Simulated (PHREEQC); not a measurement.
Solution (25 °C): 0.27 mol HF, 0.0047 mol NH4HF2, 0.00012 mol H4SiO4 and 0.15 mol HCl per kg of water. Closed to the air; pH follows from the charge balance.

Model: ion-association model, phreeqc.dat, run in PHREEQC.

```
quantity                   before    after
------------------------  -------  -------
pH                           0.92     0.66
ionic strength (mol/kgw)    0.155    0.302
HF2- (mol/kgw)            0.00222  0.00137
F- (mol/kgw)              0.00214  0.00132
SI of Quartz (SiO2)        -10.10    -9.79
```

Q: Name the change that produced these shifts.
(A) 0.0042 mol/kgw NaOH added
(B) 0.0029 mol/kgw Na3PO4 added
(C) HCl from 0.15 to 0.225 mol/kgw
(D) 0.02 mol/kgw Ca(OH)2 added
(E) 0.12 mol/kgw H2SO4 added

A: E, 0.12 mol/kgw H2SO4 added

This is a speciation only: nothing precipitates in the calculation. SiF6-2 is the database's only silicon fluoride.
